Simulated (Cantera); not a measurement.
Input: 1 mol B, 1.6 mol HCl, 2 mol O₂, 0.025 mol H₂O, at 1475 K and 5400 Pa.

Method: chemical equilibrium by Gibbs-energy minimisation in Cantera with the NASA 1993 tables (ideal gas, pure condensed phases). Candidate condensed phases: B, B₂O₃, B₃O₃H₃, H₂O; 33 gas species. The tables' values for BOCl are old estimates; treat these amounts as uncertain. Gases not in the tables: H₃BO₃. Rates play no part.

### Question
What is the equilibrium state?

### Answer
```json
{
  "x(HCl)": "0.468",
  "x(O₂)": "0.411",
  "x(H₂O)": "0.0429",
  "x(Cl)": "0.0340",
  "x(Cl₂)": "0.0258",
  "x(HBO₂)": "0.0172",
  "x(B₂O₃)": "0.000239",
  "x(ClO)": "0.000129",
  "x(BOCl)": "0.000121",
  "n(B₂O₃(l))": "0.474 mol",
  "gas_amount": "2.888 mol",
  "log10 activity of B(s) (absent)": "-15.00",
  "log10 activity of B₃O₃H₃(s) (absent)": "-32.64"
}
```
